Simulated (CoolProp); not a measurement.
R152A along the isobar 23 MPa: fugacity coefficient from the reference equation and from simpler models built on Tc = 113.3 °C, pc = 4.517 MPa, ω = 0.275; each cubic takes its own stable root.

Computed with CoolProp (reference Helmholtz-energy equation of state, Outcalt 1996). It is a modified Benedict-Webb-Rubin equation, recast in Helmholtz form.

| T (°C) | phase | reference | van der Waals | Soave-Redlich-Kwong |
|---|---|---|---|---|
| -22.65 | liquid | 0.009075 | 0.07909 | 0.01041 |
| -9.35 | liquid | 0.01509 | 0.09695 | 0.01742 |
| 3.95 | liquid | 0.02359 | 0.1164 | 0.02741 |
| 17.25 | liquid | 0.03500 | 0.1373 | 0.04089 |
| 30.55 | liquid | 0.04965 | 0.1595 | 0.05827 |
| 43.85 | liquid | 0.06777 | 0.1828 | 0.07982 |
| 57.15 | liquid | 0.08944 | 0.2070 | 0.1056 |
| 70.45 | liquid | 0.1146 | 0.2319 | 0.1356 |
| 83.65 | liquid | 0.1429 | 0.2572 | 0.1692 |
| 96.95 | liquid | 0.1745 | 0.2831 | 0.2066 |
| 110.25 | liquid | 0.2087 | 0.3093 | 0.2469 |
| 123.55 | supercritical | 0.2452 | 0.3356 | 0.2896 |
| 136.85 | supercritical | 0.2834 | 0.3618 | 0.3340 |
| 150.15 | supercritical | 0.3229 | 0.3880 | 0.3793 |
| 163.45 | supercritical | 0.3630 | 0.4138 | 0.4250 |
| 176.75 | supercritical | 0.4033 | 0.4394 | 0.4703 |
